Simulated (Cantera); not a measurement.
An adiabatic, constant-pressure homogeneous reactor starts with H2 : O2 : N2 : NO = 1 : 0.532 : 6.38 : 0.025 (molar parts), at 1623 K and 9.87 atm. Integrator tolerance rtol = 1e-08.

Detailed kinetics in Cantera: GRI-Mech 3.0 (53 species, 325 reactions). The hydrogen kinetics of GRI-Mech 3.0 are dated; newer H2 mechanisms differ, most at raised pressure.

Question: What does this change do: initial temperature 1623 to 1723 K?

Answer: 
```tsv
quantity	before	after
time of steepest temperature rise	2.22 µs	1.68 µs
temperature at 4.00 s	2467 K	2546 K
equilibrium temperature	2467 K	2546 K
x(H2) at 4.00 s	0.00298 (gas-phase equilibrium 0.00298)	0.00425 (gas-phase equilibrium 0.00425)
x(O2) at 4.00 s	0.00487 (gas-phase equilibrium 0.00487)	0.00499 (gas-phase equilibrium 0.00499)
x(NO) at 4.00 s	0.00345 (gas-phase equilibrium 0.00345)	0.00401 (gas-phase equilibrium 0.00401)
x(O) at 4.00 s	0.000273 (gas-phase equilibrium 0.000273)	0.000407 (gas-phase equilibrium 0.000407)
x(N2) at 4.00 s	0.855 (gas-phase equilibrium 0.855)	0.854 (gas-phase equilibrium 0.854)
x(H2O) at 4.00 s	0.129 (gas-phase equilibrium 0.129)	0.127 (gas-phase equilibrium 0.127)
x(HO2) at 4.00 s	1.57e-6 (gas-phase equilibrium 1.57e-6)	1.95e-6 (gas-phase equilibrium 1.95e-6)
```
